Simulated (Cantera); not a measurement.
A Cantera script and what it prints.

```python
import numpy as np
import cantera as ct

gas_names = [...]  # 91 gases of nasa_gas.yaml made of C, Cl, H
cond_names = """
    C(gr) C6H6(L) C7H8(L) C8H18(L),n-octa
""".split()


# ... load() reads the species with a 1 bar reference pressure and builds the phases ...
atoms = {
    'CCl4': {'C': 1, 'CL': 4},
    'HCl': {'H': 1, 'CL': 1},
    'H2': {'H': 2},
}
top_T = {'C(gr)': 4500}  # K; cautious upper limits of use, not melting points


# ... equilibrate(T, P, feed) seeds the gas with the atoms and calls Mixture.equilibrate('TP', solver="vcs", rtol=1e-11, max_steps=5000) ...
results = []
feed = {'CCl4': 1, 'HCl': 0.15, 'H2': 0.29}  # mol
T = 1248.15  # K
for P in [1, 3.6, 13, 46, 170, 600, 2200, 7700, 28000, 100000]:
    mix = equilibrate(T, P, feed)
    results.append((T, P, feed, dict(zip(mix.species_names, mix.species_moles))))

top = {s: max(r[3][s] / sum(r[3][g] for g in gas_names) for r in results) for s in gas_names}
cols = sorted((s for s in top if top[s] > 0.0001), key=lambda s: -top[s])[:5]
seen = [c for c in cond_names if any(r[3].get(c, 0) > 1e-12 for r in results)]
print("log10 of partial pressures in bar; condensed amounts in mol")
print(f"{'P/Pa':>10s}" + "".join(f"{s[:9]:>10s}" for s in cols + seen))
for T, P, feed, n in results:
    ng = sum(n[g] for g in gas_names)
    print(f"{P:10.4g}" + "".join(f"{np.log10(max(n[s] / ng * P / 1e5, 1e-99)):10.3f}" for s in cols)
          + "".join(f"{n.get(c, 0):10.4g}" for c in seen))
```

It prints:

```
log10 of partial pressures in bar; condensed amounts in mol
      P/Pa        CL       CL2       HCL      CCL4     C(gr)
         1    -5.143    -6.054    -5.718   -15.192         1
       3.6    -4.680    -5.128    -5.117   -13.340         1
        13    -4.281    -4.332    -4.508   -11.747         1
        46    -3.940    -3.648    -3.919   -10.380         1
       170    -3.618    -3.006    -3.326    -9.095         1
       600    -3.325    -2.420    -2.763    -7.923         1
      2200    -3.033    -1.835    -2.191    -6.753         1
      7700    -2.756    -1.280    -1.643    -5.644    0.9999
   2.8e+04    -2.472    -0.714    -1.079    -4.511    0.9997
     1e+05    -2.195    -0.158    -0.525    -3.400     0.999
```

Method: chemical equilibrium by Gibbs-energy minimisation in Cantera with the NASA 1993 tables (ideal gas, pure condensed phases). Gases not in the tables: chlorinated aromatics.
